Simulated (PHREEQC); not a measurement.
Model water analysis in mg/kgw, 20 °C, pH 6.62, pe 9.5: Na 0.267; K 0.00309; Ca 0.0529; Mg 0.000251; Cl 0.225; S(6) as SO4 0.135; Alkalinity as HCO3 0.293; Si as SiO2 0.00849; Li 0.000188.

Valence states are taken as typed.

Computed with PHREEQC (ion-association model, wateq4f.dat).

The ionic strength comes out as 1.72e-5 mol/kgw and the charge-balance error is 1.5 %.

| species | molality | activity | log γ |
|---|---|---|---|
| Na+ | 1.16e-5 | 1.16e-5 | -0.002 |
| Cl- | 6.35e-6 | 6.32e-6 | -0.002 |
| HCO3- | 5.01e-6 | 4.99e-6 | -0.002 |
| CO2 | 2.88e-6 | 2.88e-6 | 0.000 |
| SO4-2 | 1.41e-6 | 1.38e-6 | -0.008 |
| Ca+2 | 1.32e-6 | 1.29e-6 | -0.008 |
| H+ | 2.41e-7 | 2.40e-7 | -0.002 |
| H4SiO4 | 1.41e-7 | 1.41e-7 | 0.000 |

No solid was allowed to form.
